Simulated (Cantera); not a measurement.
An isothermal plug-flow reactor at 600 K and 14000 Pa (inlet), inlet velocity 0.79 m/s, active area per volume 740 1/m; feed H2 : O2 : N2 : H2O = 0.0081 : 0.017 : 0.79 : 0.0055 (molar parts).

Cantera simulation using Deutschmann's 1995 Pt surface mechanism with GRI-Mech 3.0 gas chemistry; the numbers are that mechanism's predictions, not measurements. Catalytic surfaces can have several steady states; this one follows from the mechanism file's or the stated starting coverage. Mass transfer to the wall is taken as infinitely fast.

One state of this run: x H2 = 0.000540; x O2 = 0.0161; x H2O = 0.0161; θ free Pt = 0.0552; θ O* = 0.940; θ OH* = 0.00469. x: gas mole fraction; θ: surface coverage.

**Question.** Which value of z (m) does it belong to?
A. 0.003
B. 0.00064
C. 0.0014
D. 0.0064

**Answer.** B, 0.00064
